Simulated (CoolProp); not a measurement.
Tetrahydrofuran along the isotherm 456.9 K: density (kg/m³) from the reference equation and from simpler models built on Tc = 540.2 K, pc = 5.304 MPa, ω = 0.234; each cubic takes its own stable root.

The numbers come from the reference Helmholtz-energy equation of state, Fiedler 2023 in CoolProp.

```json
[
 {"p (MPa)": "0.168", "phase": "gas", "reference": "3.249", "van der Waals": "3.235", "Soave-Redlich-Kwong": "3.249", "Peng-Robinson": "3.254"},
 {"p (MPa)": "0.283", "phase": "gas", "reference": "5.547", "van der Waals": "5.504", "Soave-Redlich-Kwong": "5.547", "Peng-Robinson": "5.561"},
 {"p (MPa)": "0.478", "phase": "gas", "reference": "9.598", "van der Waals": "9.464", "Soave-Redlich-Kwong": "9.595", "Peng-Robinson": "9.635"},
 {"p (MPa)": "0.806", "phase": "gas", "reference": "16.92", "van der Waals": "16.48", "Soave-Redlich-Kwong": "16.90", "Peng-Robinson": "17.03"},
 {"p (MPa)": "1.36", "phase": "gas", "reference": "31.32", "van der Waals": "29.60", "Soave-Redlich-Kwong": "31.16", "Peng-Robinson": "31.58"},
 {"p (MPa)": "2.3", "phase": "liquid", "reference": "679.4", "van der Waals": "57.93", "Soave-Redlich-Kwong": "605.8", "Peng-Robinson": "687.0"},
 {"p (MPa)": "3.88", "phase": "liquid", "reference": "685.6", "van der Waals": "425.8", "Soave-Redlich-Kwong": "616.2", "Peng-Robinson": "697.8"},
 {"p (MPa)": "6.54", "phase": "liquid", "reference": "695.0", "van der Waals": "445.3", "Soave-Redlich-Kwong": "631.3", "Peng-Robinson": "713.4"},
 {"p (MPa)": "11", "phase": "liquid", "reference": "708.4", "van der Waals": "467.3", "Soave-Redlich-Kwong": "652.0", "Peng-Robinson": "735.0"},
 {"p (MPa)": "18.6", "phase": "liquid", "reference": "727.0", "van der Waals": "492.0", "Soave-Redlich-Kwong": "679.1", "Peng-Robinson": "763.3"},
 {"p (MPa)": "31.4", "phase": "liquid", "reference": "751.2", "van der Waals": "518.5", "Soave-Redlich-Kwong": "712.0", "Peng-Robinson": "797.9"},
 {"p (MPa)": "53", "phase": "liquid", "reference": "781.8", "van der Waals": "546.1", "Soave-Redlich-Kwong": "749.8", "Peng-Robinson": "837.7"}
]
```

At some of these states van der Waals gives the other phase, because its saturation line lies elsewhere.
